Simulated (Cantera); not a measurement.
A closed system holds: 1 mol SiF4, 1.7 mol CH4, 1400 mol H2, equilibrated at 1573 K and 1.00 bar.

These are equilibrium values from Cantera (NASA tables, ideal gas, pure condensed phases), not measurements of a reactor. Candidate condensed phases: C, C6H6, C7H8, C8H18, Si, SiC; 113 gas species. The tables' values for SiF3, SiF2 are old estimates; treat these amounts as uncertain. The numbers say what is thermodynamically allowed, not how fast it happens.

Base state: H2 0.997, HF 0.00173, CH4 0.000820, SiF4 0.000154, SiF3 7.25e-5, SiHF3 7.17e-5, H 4.06e-5, SiF2 1.72e-5 (mole fractions); condensed: SiC(s).

**Question.** What changes in the equilibrium state with this change: pressure from 1.00 bar to 10.0 mbar?

**Answer.** 
```
species             before     after
----------------  --------  --------
H2                   0.997     0.997
HF                 0.00173   0.00275
H                  4.06e-5  0.000406
CH4               0.000820   1.82e-5
SiF2               1.72e-5   1.94e-5
SiH2F2             1.50e-5   1.69e-7
SiHF3              7.17e-5   1.28e-6
SiF4              0.000154   4.36e-6
SiF3               7.25e-5   1.29e-5
SiC(s), mol          0.534     0.946
C(graphite), mol         0     0.670
```
The tables' values for SiF2, SiF3 are old estimates; treat these amounts as uncertain.
